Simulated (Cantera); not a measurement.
Input: 1 mol SiH2Cl2, 0.04 mol Cl2, 7.1 mol H2, equilibrated at 873 K and 133 Pa.

Equilibrium computed with Cantera from the NASA thermochemical tables; the gas is ideal and each condensed phase is pure. Candidate condensed phases: Si; 19 gas species. The tables' values for SiCl3 are old estimates; treat these amounts as uncertain. Kinetics and transport are ignored.

Base state: H2 0.927, SiCl4 0.0508, HCl 0.0149, SiHCl3 0.00676, SiCl3 0.000513, SiCl2 0.000305, SiH2Cl2 8.19e-5 (mole fractions); condensed: Si(s).

Question: What changes in the equilibrium state with this change: temperature from 873 K to 1000 K?

Answer: 
| species | before | after |
|---|---|---|
| H2 | 0.927 | 0.901 |
| HCl | 0.0149 | 0.0476 |
| SiCl4 | 0.0508 | 0.0395 |
| SiCl2 | 0.000305 | 0.00428 |
| SiCl3 | 0.000513 | 0.00264 |
| SiHCl3 | 0.00676 | 0.00526 |
| SiH2Cl2 | 8.19e-5 | 7.56e-5 |
| Si(s), mol | 0.495 | 0.548 |
